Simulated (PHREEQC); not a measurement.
A solution holds 0.44 mol/kgw MgSO4, at 25 °C. Closed to the air; pH follows from the charge balance.

Equilibrium calculation in PHREEQC: Pitzer model, pitzer.dat.

```csv
quantity,before,after
MgOH+ (mol/kgw),8.96e-7,1.32e-6
HSO4- (mol/kgw),6.92e-7,9.93e-7
SI of Epsomite (MgSO4:7H2O),-1.06,-0.78
SI of Hexahydrite (MgSO4:6H2O),-1.34,-1.05
```

What was changed between the two runs?
A) MgSO4 from 0.44 to 0.088 mol/kgw
B) MgSO4 from 0.44 to 0.88 mol/kgw
C) diluted 5-fold with water

B, MgSO4 from 0.44 to 0.88 mol/kgw

No solid was allowed to form.
